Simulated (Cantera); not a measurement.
What does this Cantera script print?

```python
import numpy as np
import cantera as ct

gas_names = """
    H HNO HNO2 HNO3 HO2 H2 H2O H2O2 N NH NH2 NH3 NH2OH NO NO2 NO3 N2 N2H2 N2H4 N2O O OH O2 O3 Si SiH
    SiH2 SiH3 SiH4 SiN SiO SiO2 Si2 Si2N Si3
""".split()
cond_names = """
    H2O(s) H2O(L) Si(cr) Si(L) SiO2(Lqz) SiO2(hqz) SiO2(L) Si2N2O(s) Si3N4(a)
""".split()


# ... load() reads the species with a 1 bar reference pressure and builds the phases ...
atoms = {
    'Si3N4': {'Si': 3, 'N': 4},
    'N2O': {'N': 2, 'O': 1},
    'H2': {'H': 2},
}
top_T = {'Si2N2O(s)': 2100, 'Si3N4(a)': 2400}  # K; cautious upper limits of use, not melting points


# ... equilibrate(T, P, feed) seeds the gas with the atoms and calls Mixture.equilibrate('TP', solver="vcs", rtol=1e-11, max_steps=5000) ...
results = []
T = 1450  # K
P = 6.3  # Pa
for m in [79, 100, 130, 160, 210, 260, 330, 420]:
    feed = {'Si3N4': 1, 'N2O': 0.15, 'H2': m}  # mol
    mix = equilibrate(T, P, feed)
    results.append((T, P, feed, dict(zip(mix.species_names, mix.species_moles))))
    x = sorted(zip(gas.X, gas.species_names), reverse=True)
    print(f"T = {T:g} K  P = {P:g} Pa  n(H2) = {m:g} mol  gas = {mix.phase_moles(0):.4g} mol")
    print("   x: " + "  ".join(f"{s} {v:.3e}" for v, s in x if v > 1e-05))
    print("   condensed (mol): " + ("  ".join(f"{mix.phase(i).name} {mix.phase_moles(i):.4g}"
          for i in range(1, mix.n_phases) if mix.phase_moles(i) > 1e-12) or "none"))
```

Result:

```
T = 1450 K  P = 6.3 Pa  n(H2) = 79 mol  gas = 81.35 mol
   x: H2 9.705e-01  N2 2.643e-02  SiO 1.844e-03  H 1.174e-03  Si 4.884e-05
   condensed (mol): Si(cr) 2.846
T = 1450 K  P = 6.3 Pa  n(H2) = 100 mol  gas = 102.4 mol
   x: H2 9.763e-01  N2 2.100e-02  SiO 1.465e-03  H 1.177e-03  Si 4.884e-05
   condensed (mol): Si(cr) 2.845
T = 1450 K  P = 6.3 Pa  n(H2) = 130 mol  gas = 132.4 mol
   x: H2 9.814e-01  N2 1.624e-02  H 1.180e-03  SiO 1.133e-03  Si 4.884e-05
   condensed (mol): Si(cr) 2.843
T = 1450 K  P = 6.3 Pa  n(H2) = 160 mol  gas = 162.4 mol
   x: H2 9.846e-01  N2 1.324e-02  H 1.182e-03  SiO 9.236e-04  Si 4.884e-05
   condensed (mol): Si(cr) 2.842
T = 1450 K  P = 6.3 Pa  n(H2) = 210 mol  gas = 212.4 mol
   x: H2 9.879e-01  N2 1.012e-02  H 1.184e-03  SiO 7.061e-04  Si 4.884e-05
   condensed (mol): Si(cr) 2.839
T = 1450 K  P = 6.3 Pa  n(H2) = 260 mol  gas = 262.5 mol
   x: H2 9.900e-01  N2 8.191e-03  H 1.186e-03  SiO 5.715e-04  Si 4.884e-05
   condensed (mol): Si(cr) 2.836
T = 1450 K  P = 6.3 Pa  n(H2) = 330 mol  gas = 332.5 mol
   x: H2 9.918e-01  N2 6.466e-03  H 1.187e-03  SiO 4.511e-04  Si 4.884e-05
   condensed (mol): Si(cr) 2.833
T = 1450 K  P = 6.3 Pa  n(H2) = 420 mol  gas = 422.6 mol
   x: H2 9.933e-01  N2 5.088e-03  H 1.188e-03  SiO 3.550e-04  Si 4.884e-05
   condensed (mol): Si(cr) 2.828
```

Method: chemical equilibrium by Gibbs-energy minimisation in Cantera with the NASA 1993 tables (ideal gas, pure condensed phases).
